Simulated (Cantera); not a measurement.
Cantera with NASA thermochemical tables; ideal gases at 1 bar, condensed phases pure. Values are per mole of reaction as written; species without (g) are pure solids or liquids, kept so even where they would boil at 1 bar.

4 F(g) + Si(g) ⇌ SiF₄(g), with ΔH° = -2382.6 kJ and ΔS° = -520.5 J/K at 300 K.

Problem. How far is the shortcut ΔG° ≈ ΔH°(300 K) − T·ΔS°(300 K) from the full temperature-dependent value at 1875, 1925, 1975, 2025, 2075, 2125, 2175 K?

Solution. 
```
T (K)  shortcut (kJ)  full (kJ)  difference (kJ)  difference in log10 K
-----  -------------  ---------  ---------------  ---------------------
1875         -1406.7    -1374.6            -32.2                   0.90
1925         -1380.7    -1347.4            -33.3                   0.90
1975         -1354.7    -1320.2            -34.5                   0.91
2025         -1328.6    -1293.0            -35.6                   0.92
2075         -1302.6    -1265.8            -36.8                   0.93
2125         -1276.6    -1238.7            -37.9                   0.93
2175         -1250.6    -1211.5            -39.1                   0.94
```
The shortcut ignores the heat-capacity change of the reaction.
